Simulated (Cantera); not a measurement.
Charge: 1 mol SiO2, 0.88 mol C, 0.2 mol H2, at 0.133 bar.

Cantera equilibrium calculation (NASA polynomials, part measured and part estimated; ideal gas, pure solids and liquids). Candidate condensed phases: C, C6H6, C7H8, C8H18, H2O, Si, SiC, SiO2; 123 gas species. The tables hold silica as quartz up to 1696 K and as liquid above; real silica turns to tridymite and cristobalite and melts near 1996 K. The numbers say what is thermodynamically allowed, not how fast it happens. All values below are at 1923 K.

Base state: SiO 0.449, CO 0.449, H2 0.102, H 0.000822, CO2 3.59e-5, H2O 3.49e-5, Si 1.88e-5 (mole fractions); condensed: SiO2(condensed).

### Question
What changes in the equilibrium state with this change: C from 0.88 to 1.9 mol?

### Answer
| species | before | after |
|---|---|---|
| CO | 0.449 | 0.659 |
| SiO | 0.449 | 0.250 |
| H2 | 0.102 | 0.0905 |
| H2O | 3.49e-5 | 8.98e-6 |
| CO2 | 3.59e-5 | 1.52e-5 |
| Si | 1.88e-5 | 3.63e-5 |
| SiO2(condensed), mol | 0.120 | 0 |
| SiC(s), mol | 0 | 0.450 |
